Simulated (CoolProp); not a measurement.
Vapour-liquid equilibrium of ethane (1) + hydrogen sulfide (2) at 0.798 MPa; x and y are mole fractions of (1).

Model: multi-fluid Helmholtz-energy mixture model, Bücker 2006 and Lemmon 2006; pair parameters Kunz 2012, in CoolProp.

```
x     bubble temperature, mixture model (K)  bubble temperature, Raoult's law (K)  y, mixture model  y, Raoult's law
----  -------------------------------------  ------------------------------------  ----------------  ---------------
0.05                                  255.2                                 262.4             0.277            0.114
0.2                                   242.0                                 256.4             0.582            0.389
0.35                                  237.9                                 251.0             0.665            0.587
0.5                                   236.1                                 246.3             0.710            0.732
0.65                                  234.8                                 242.1             0.759            0.840
0.8                                   233.8                                 238.3             0.829            0.921
0.95                                  233.7                                 235.0             0.945            0.983
```

The largest gap from Raoult's law is -14.4 K in bubble temperature, at x = 0.2. y crosses x between x = 0.8 and 0.95: the model has an azeotrope there.

The pair parameters rest on a limited set of measurements; away from them the model extrapolates. With so large a gap from Raoult's law the liquid may split in two, which this calculation doesn't test in full.
